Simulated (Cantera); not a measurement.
Adiabatic ignition

An adiabatic, constant-volume homogeneous reactor starts with 9.31 % CH4, 19.0 % O2, 71.4 % N2, 0.316 % C2H6, equivalence ratio 1.0, at 1325 K and 7.10 bar.

Computed with Cantera and GRI-Mech 3.0 (53 species, 325 reactions). Above 3000 K some thermodynamic fits are extrapolated.

```json
[
 {"t (s)": "1.00e-6", "T (K)": "1325", "P (bar)": "7.10", "x CH4": "0.0931", "x O2": "0.190", "x CO2": "<1e-12", "x HCN": "<1e-12", "x O": "1.69e-10"},
 {"t (s)": "4.59e-6", "T (K)": "1325", "P (bar)": "7.10", "x CH4": "0.0931", "x O2": "0.190", "x CO2": "2.01e-12", "x HCN": "<1e-12", "x O": "6.48e-10"},
 {"t (s)": "2.10e-5", "T (K)": "1325", "P (bar)": "7.10", "x CH4": "0.0931", "x O2": "0.190", "x CO2": "2.29e-10", "x HCN": "<1e-12", "x O": "3.26e-9"},
 {"t (s)": "9.65e-5", "T (K)": "1325", "P (bar)": "7.10", "x CH4": "0.0930", "x O2": "0.190", "x CO2": "3.52e-8", "x HCN": "<1e-12", "x O": "2.16e-8"},
 {"t (s)": "0.000443", "T (K)": "1336", "P (bar)": "7.16", "x CH4": "0.0913", "x O2": "0.188", "x CO2": "2.35e-6", "x HCN": "<1e-12", "x O": "9.48e-8"},
 {"t (s)": "0.00203", "T (K)": "3029", "P (bar)": "16.9", "x CH4": "<1e-12", "x O2": "0.0125", "x CO2": "0.0528", "x HCN": "1.73e-8", "x O": "0.00341"},
 {"t (s)": "0.00932", "T (K)": "3029", "P (bar)": "16.9", "x CH4": "<1e-12", "x O2": "0.0125", "x CO2": "0.0528", "x HCN": "1.73e-8", "x O": "0.00341"},
 {"t (s)": "0.0428", "T (K)": "3029", "P (bar)": "16.9", "x CH4": "<1e-12", "x O2": "0.0125", "x CO2": "0.0528", "x HCN": "1.73e-8", "x O": "0.00341"},
 {"t (s)": "0.196", "T (K)": "3029", "P (bar)": "16.9", "x CH4": "<1e-12", "x O2": "0.0125", "x CO2": "0.0528", "x HCN": "1.73e-8", "x O": "0.00341"},
 {"t (s)": "0.900", "T (K)": "3029", "P (bar)": "16.9", "x CH4": "<1e-12", "x O2": "0.0125", "x CO2": "0.0528", "x HCN": "1.73e-8", "x O": "0.00341"}
]
```
x: mole fraction; the columns are a selection and need not sum to one.

```
Quantity                                                          Result
---------------------------------  -------------------------------------
time of steepest temperature rise                               0.782 ms
temperature at 0.900 s                                            3029 K
equilibrium temperature                                           3029 K
x(CH4) at 0.900 s                  <1e-12 (gas-phase equilibrium <1e-12)
x(O2) at 0.900 s                   0.0125 (gas-phase equilibrium 0.0125)
x(CO2) at 0.900 s                  0.0528 (gas-phase equilibrium 0.0528)
```
